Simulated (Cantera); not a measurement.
A closed system holds: 1 mol Ta(OEt)5, 9.1 mol CO2, at 7.50 Torr.

Method: chemical equilibrium by Gibbs-energy minimisation in Cantera with the NASA 1993 tables (ideal gas, pure condensed phases). Candidate condensed phases: C, C6H6, C7H8, C8H18, H2O, Ta, TaC, Ta2O5; 113 gas species. The feed counts by its element totals alone. Equilibrium is a limit: real reactors are often held back by kinetics, nucleation or transport. All values below are at 1075 °C.

Base state: CO 0.582, H2 0.368, H2O 0.0280, CO2 0.0226, H 1.40e-5 (mole fractions); condensed: Ta2O5(s).

### Question
What changes in the equilibrium state with this change: CO2 from 9.1 to 6.5 mol?

### Answer
```csv
species,before,after
CO,0.582,0.564
H2,0.368,0.435
H2O,0.0280,0.000409
CO2,0.0226,0.000271
H,1.40e-5,1.53e-5
"Ta2O5(s), mol",0.500,0.354
"TaC(s), mol",0,0.291
```
Mutual solubility and eutectic melting of coexisting phases are not modelled. TaC: taken at fixed stoichiometry. Condensed phases not in the tables: Ta2C.

### Question
What changes in the equilibrium state with this change: CO2 from 9.1 to 0.33 mol?

### Answer
| species | before | after |
|---|---|---|
| H2 | 0.368 | 0.688 |
| CO | 0.582 | 0.312 |
| CH4 | 3.51e-9 | 2.76e-5 |
| H2O | 0.0280 | 1.25e-5 |
| CO2 | 0.0226 | 2.90e-6 |
| H | 1.40e-5 | 1.92e-5 |
| Ta2O5(s), mol | 0.500 | 0 |
| C(graphite), mol | 0 | 3.67 |
| TaC(s), mol | 0 | 1.00 |
TaC: taken at fixed stoichiometry. Condensed phases not in the tables: Ta2C.
